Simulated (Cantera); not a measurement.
An isothermal, constant-pressure homogeneous reactor starts with C₃H₈ : H₂ = 1 : 31 (molar parts), at 1525 K and 0.00390 bar. Integrator tolerance rtol = 1e-08.

Detailed kinetics in Cantera: GRI-Mech 3.0 (53 species, 325 reactions). GRI-Mech 3.0 was tuned for natural gas; its chemistry of propane as a main component is partial and can be far from experiment. GRI-Mech 3.0 stops at C3 and has no aromatics, soot or wall deposition, so with more carbon than oxygen in the feed, carbon stays in small species such as C2H2 where larger ones or solid carbon would form. Radical loss at walls, strong at low pressure, is not modelled.

**Question.** What does this change do: pressure from 0.00390 bar to 0.00910 bar?

**Answer.** 
```json
[
 {"quantity": "x(C₃H₈) at 20.0 s", "before": "2.94e-11 (gas-phase equilibrium <1e-12)", "after": "2.13e-11 (gas-phase equilibrium <1e-12)"},
 {"quantity": "x(H₂) at 20.0 s", "before": "0.945 (gas-phase equilibrium 0.957)", "after": "0.947 (gas-phase equilibrium 0.956)"},
 {"quantity": "x(H) at 20.0 s", "before": "0.000296 (gas-phase equilibrium 0.000373)", "after": "0.000211 (gas-phase equilibrium 0.000244)"},
 {"quantity": "x(C₂H₂) at 20.0 s", "before": "0.0331 (gas-phase equilibrium 0.0426)", "after": "0.0343 (gas-phase equilibrium 0.0423)"},
 {"quantity": "x(C₂H₄) at 20.0 s", "before": "5.04e-5 (gas-phase equilibrium 3.50e-5)", "after": "8.02e-5 (gas-phase equilibrium 8.10e-5)"},
 {"quantity": "x(CH₃) at 20.0 s", "before": "0.000134 (gas-phase equilibrium 3.86e-6)", "after": "8.35e-5 (gas-phase equilibrium 5.88e-6)"},
 {"quantity": "x(CH₄) at 20.0 s", "before": "0.0211 (gas-phase equilibrium 0.000489)", "after": "0.0186 (gas-phase equilibrium 0.00114)"}
]
```

**Question.** What does this change do: temperature 1525 to 1400 K?

**Answer.** 
```csv
quantity,before,after
x(C₃H₈) at 20.0 s,2.94e-11 (gas-phase equilibrium <1e-12),1.95e-11 (gas-phase equilibrium <1e-12)
x(H₂) at 20.0 s,0.945 (gas-phase equilibrium 0.957),0.940 (gas-phase equilibrium 0.956)
x(H) at 20.0 s,0.000296 (gas-phase equilibrium 0.000373),5.65e-5 (gas-phase equilibrium 7.67e-5)
x(C₂H₂) at 20.0 s,0.0331 (gas-phase equilibrium 0.0426),0.0283 (gas-phase equilibrium 0.0418)
x(C₂H₄) at 20.0 s,5.04e-5 (gas-phase equilibrium 3.50e-5),0.000106 (gas-phase equilibrium 0.000128)
x(CH₃) at 20.0 s,0.000134 (gas-phase equilibrium 3.86e-6),3.81e-5 (gas-phase equilibrium 3.22e-6)
x(CH₄) at 20.0 s,0.0211 (gas-phase equilibrium 0.000489),0.0317 (gas-phase equilibrium 0.00201)
```
